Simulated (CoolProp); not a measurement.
Saturation properties of nitrogen (Tc = 126.2 K, pc = 3.396 MPa, ω = 0.037).

Values from CoolProp's reference Helmholtz-energy equation of state, Span 2000.

```csv
T (K),p (MPa),liquid cp (kJ/(kg K)),surface tension (mN/m),vapour viscosity (µPa s),liquid conductivity (mW/(m K))
78.2,0.1118,2.046,8.69,5.51,143
83.3,0.1936,2.077,7.55,5.92,133
88.4,0.3135,2.123,6.45,6.34,123
93.5,0.4809,2.188,5.39,6.80,113
98.6,0.7053,2.284,4.36,7.29,103
103.7,0.9970,2.430,3.38,7.83,92.8
108.7,1.358,2.660,2.47,8.45,83.0
113.8,1.815,3.085,1.61,9.22,73.0
118.9,2.375,4.083,0.830,10.3,63.1
124,3.056,9.681,0.186,12.4,55.4
```

It boils at 77.4 K under 1 atm.

Viscosity comes from a separate model (Lemmon 2004). Thermal conductivity comes from a separate model (Lemmon 2004). Surface tension comes from a separate correlation (Mulero 2012).
